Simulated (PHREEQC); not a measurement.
PHREEQC input (Pitzer model, pitzer.dat):

```
SOLUTION 1
  temp 25
  units mol/kgw
  pH 7 charge
  Cl 0.057
  K 0.057
  S(6) 0.0095
  Na 0.019
END
USE solution 1
INCREMENTAL_REACTIONS false
REACTION 1
  H2O -1
  0 9.886 18.011 24.689 30.178 34.689 38.397 41.444
  43.949 46.007 47.699 49.089 50.232 51.172 51.944 52.578
  53.1 53.528 53.88 54.17 54.408 54.603 54.764 54.896
  55.005 55.094 55.168 55.228 moles
EQUILIBRIUM_PHASES 1
  Arcanite 0 0
  Glaserite 0 0
  Halite 0 0
  Mirabilite 0 0
  Misenite 0 0
  Sylvite 0 0
  Thenardite 0 0
SELECTED_OUTPUT 1
  -reset false
  -pH true
  -pe true
  -ionic_strength true
  -water true
  -activities H2O
  -totals Cl K Na S
  -molalities H+ Na+ K+ Cl- SO4-2 OH- HSO4-
  -equilibrium_phases Arcanite Glaserite Halite Mirabilite Misenite Sylvite Thenardite
PRINT
  -reset false
END
```

Selected output (columns that matter, 25 of 28 rows; water left (kg) added in front):

```
water left (kg)	pH	mu	Cl	K	Na	S	m_H+	m_Na+	m_K+	m_Cl-	la_H2O	Arcanite	Glaserite	Sylvite
1	7.0583	0.0855	0.057	0.057	0.019	0.0095	1.1161e-07	0.019	0.057	0.057	-0.0010174	0	0	0
0.821894	7.0647	0.10403	0.069352	0.069352	0.023117	0.011559	1.1176e-07	0.023117	0.069352	0.069352	-0.0012308	0	0	0
0.675514	7.0713	0.12657	0.08438	0.08438	0.028127	0.014063	1.1185e-07	0.028127	0.08438	0.08438	-0.001489	0	0	0
0.555203	7.0782	0.154	0.10267	0.10267	0.034222	0.017111	1.1187e-07	0.034222	0.10267	0.10267	-0.0018013	0	0	0
0.456313	7.0854	0.18737	0.12491	0.12491	0.041638	0.020819	1.118e-07	0.041638	0.12491	0.12491	-0.0021792	0	0	0
0.30824	7.1	0.27738	0.18492	0.18492	0.06164	0.03082	1.1128e-07	0.06164	0.18492	0.18492	-0.0031904	0	0	0
0.253345	7.1075	0.33748	0.22499	0.22499	0.074997	0.037498	1.1076e-07	0.074997	0.22499	0.22499	-0.0038612	0	0	0
0.208215	7.1149	0.41063	0.27376	0.27376	0.091252	0.045626	1.1e-07	0.091252	0.27376	0.27376	-0.0046744	0	0	0
0.171138	7.1223	0.4996	0.33306	0.33306	0.11102	0.055511	1.0894e-07	0.11102	0.33306	0.33306	-0.0056602	0	0	0
0.140655	7.1295	0.60787	0.40525	0.40525	0.13508	0.067541	1.0748e-07	0.13508	0.40525	0.40525	-0.0068573	0	0	0
0.115613	7.1366	0.73954	0.49303	0.49303	0.16434	0.082171	1.0553e-07	0.16434	0.49303	0.49303	-0.0083114	0	0	0
0.0950203	7.1435	0.89981	0.59987	0.59987	0.19996	0.099979	1.0295e-07	0.19996	0.59987	0.59987	-0.010082	0	0	0
0.0641769	7.1569	1.3323	0.88817	0.88817	0.29606	0.14803	9.5178e-08	0.29606	0.88817	0.88817	-0.014887	0	0	0
0.0527548	7.1635	1.6207	1.0805	1.0805	0.36016	0.18008	8.958e-08	0.36016	1.0805	1.0805	-0.018131	0	0	0
0.0433504	7.1706	1.9723	1.3149	1.3149	0.43829	0.21914	8.2527e-08	0.43829	1.3149	1.3149	-0.022143	0	0	0
0.0356396	7.1787	2.399	1.5993	1.5993	0.53312	0.26656	7.3872e-08	0.53312	1.5993	1.5993	-0.027115	0	0	0
0.0292979	7.1887	2.9183	1.9455	1.9455	0.64851	0.32426	6.3539e-08	0.64851	1.9455	1.9455	-0.033341	0	0	0
0.0240733	7.1711	3.3664	2.3678	2.2443	0.78926	0.33287	5.6345e-08	0.78926	2.2443	2.3678	-0.040209	0.0014866	0	0
0.0197855	7.1258	3.759	2.8809	2.506	0.9603	0.29269	5.2244e-08	0.9603	2.506	2.8809	-0.048042	0.003709	0	0
0.0162724	7.0762	4.2554	3.5029	2.837	1.1676	0.25085	4.7631e-08	1.1676	2.837	3.5029	-0.058088	0.005418	0	0
0.0133718	7.0221	4.8867	4.2627	3.2578	1.4209	0.20801	4.2478e-08	1.4209	3.2578	4.2627	-0.071168	0.0067185	0	0
0.00902992	6.9523	6.0005	5.4605	3.7164	2.1041	0.17999	3.3134e-08	2.1041	3.7164	5.4605	-0.094883	0.0078747	0	0.0076922
0.0074265	6.9514	6.0836	5.5132	3.6432	2.2503	0.19015	3.1856e-08	2.2503	3.6432	5.5132	-0.096561	0.003511	0.0022884	0.016057
0.00609331	6.9408	6.1683	5.5911	3.5411	2.4348	0.19242	3.1087e-08	2.4348	3.5411	5.5911	-0.098727	0	0.0041638	0.022932
0.00501235	6.9147	6.415	5.8109	3.2699	2.9437	0.20135	2.8741e-08	2.9437	3.2699	5.8109	-0.10508	0	0.0042454	0.027874
```
